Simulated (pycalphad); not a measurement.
Source of the numbers: pycalphad with the COST 507 light-alloy database (1999); pressure 1 atm. The data set is of 1999 and partly superseded. Kinetics are ignored, which matters at the lower temperatures.

Problem. How does the equilibrium phase assembly of Ti-78.42Si (wt.%) change on cooling from 2600 K to 500 K?

Solution. 
```json
[
 {"T (K)": "1652.0", "phases above": "liquid", "phases below": "diamond (Si) + liquid"},
 {"T (K)": "1604.3", "phases above": "diamond (Si) + liquid", "phases below": "diamond (Si) + SI2TI"}
]
```
Changes were sought between steps of 75 K, so a narrower field can be missed.

Database names, with the compositions (at.%) that they take in these runs: SI2TI: Si 67 Ti 33.
